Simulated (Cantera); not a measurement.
Source: NASA polynomial tables (part measured, part estimated), evaluated in Cantera. Values are per mole of reaction as written; species without (g) are pure solids or liquids, kept so even where they would boil at 1 bar.

### Question
Between 698 and 873 K, where is each reaction favourable under standard conditions?
- AlF3(g) + 2 N(g) → AlN + NF3(g)

### Answer
- AlF3(g) + 2 N(g) → AlN + NF3(g): ΔG° is 27 kJ at 698 K and 81 kJ at 873 K; it stays positive (K < 1). ΔH° is -188 kJ and ΔS° -308 J/K at 873 K.
